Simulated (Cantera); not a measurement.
Cantera run:

```python
import numpy as np
import cantera as ct

gas_names = """
    H HO2 H2 H2O H2O2 O OH O2 O3
""".split()
cond_names = """
    H2O(s) H2O(L)
""".split()


def load(file, names, dense=False):
    # The tables refer to 1 bar. Condensed volumes are neglected.
    table = {s.name: s for s in ct.Species.list_from_file(file)}
    out = []
    for n in names:
        d = dict(table[n].input_data)
        d["thermo"] = dict(d["thermo"], **{"reference-pressure": 1e5})
        if dense:
            d["equation-of-state"] = {"model": "constant-volume", "density": "1e6 g/cm^3"}
        out.append(ct.Species.from_dict(d))
    return out


gas = ct.Solution(thermo="ideal-gas", species=load("nasa_gas.yaml", gas_names))
cond = {s.name: ct.Solution(thermo="fixed-stoichiometry", species=[s], name=s.name)
        for s in load("nasa_condensed.yaml", cond_names, dense=True)}
atoms = {
    'H2O': {'H': 2, 'O': 1},
    'O2': {'O': 2},
    'H2': {'H': 2},
}
top_T = {}  # K; cautious upper limits of use, not melting points


def equilibrate(T, P, feed):
    n = {}
    for name, mol in feed.items():
        for a, k in atoms[name].items():
            n[a] = n.get(a, 0.0) + k * mol
    gas.TPX = T, P, n
    mass = sum(n.values()) * gas.mean_molecular_weight
    gas.equilibrate("TP")
    valid = [c for c in cond.values() if c.min_temp <= T <= top_T.get(c.name, c.max_temp)]
    mix = ct.Mixture([(gas, mass / gas.mean_molecular_weight)] + [(c, 0.0) for c in valid])
    mix.T, mix.P = T, P
    mix.equilibrate("TP", solver="vcs", rtol=1e-11, max_steps=5000)
    return mix


results = []
feed = {'H2O': 1, 'O2': 0.028, 'H2': 0.41}  # mol
P = 4600  # Pa
for T in [1825, 1850, 1875, 1900, 1925, 1950, 1975, 2000, 2025, 2050, 2075, 2100, 2125, 2150]:
    mix = equilibrate(T, P, feed)
    results.append((T, P, feed, dict(zip(mix.species_names, mix.species_moles))))

top = {s: max(r[3][s] / sum(r[3][g] for g in gas_names) for r in results) for s in gas_names}
cols = sorted((s for s in top if top[s] > 0.0001), key=lambda s: -top[s])[:6]
seen = [c for c in cond_names if any(r[3].get(c, 0) > 1e-12 for r in results)]
print("log10 of partial pressures in bar; condensed amounts in mol")
print(f"{'T/K':>10s}" + "".join(f"{s[:9]:>10s}" for s in cols + seen))
for T, P, feed, n in results:
    ng = sum(n[g] for g in gas_names)
    print(f"{T:10.4g}" + "".join(f"{np.log10(max(n[s] / ng * P / 1e5, 1e-99)):10.3f}" for s in cols)
          + "".join(f"{n.get(c, 0):10.4g}" for c in seen))
```

It prints:

```
log10 of partial pressures in bar; condensed amounts in mol
       T/K       H2O        H2         H        OH        O2         O
      1825    -1.463    -1.938    -4.325    -5.006    -7.387    -7.507
      1850    -1.463    -1.939    -4.238    -4.894    -7.193    -7.311
      1875    -1.463    -1.939    -4.153    -4.786    -7.004    -7.121
      1900    -1.464    -1.939    -4.070    -4.680    -6.819    -6.935
      1925    -1.464    -1.939    -3.989    -4.577    -6.640    -6.754
      1950    -1.464    -1.940    -3.911    -4.477    -6.464    -6.578
      1975    -1.464    -1.940    -3.834    -4.379    -6.294    -6.406
      2000    -1.465    -1.941    -3.759    -4.284    -6.127    -6.238
      2025    -1.465    -1.941    -3.686    -4.191    -5.965    -6.075
      2050    -1.465    -1.942    -3.615    -4.100    -5.806    -5.915
      2075    -1.466    -1.943    -3.546    -4.012    -5.652    -5.759
      2100    -1.467    -1.943    -3.478    -3.926    -5.501    -5.607
      2125    -1.467    -1.944    -3.412    -3.842    -5.354    -5.459
      2150    -1.468    -1.945    -3.347    -3.760    -5.210    -5.314
```

Method: chemical equilibrium by Gibbs-energy minimisation in Cantera with the NASA 1993 tables (ideal gas, pure condensed phases).
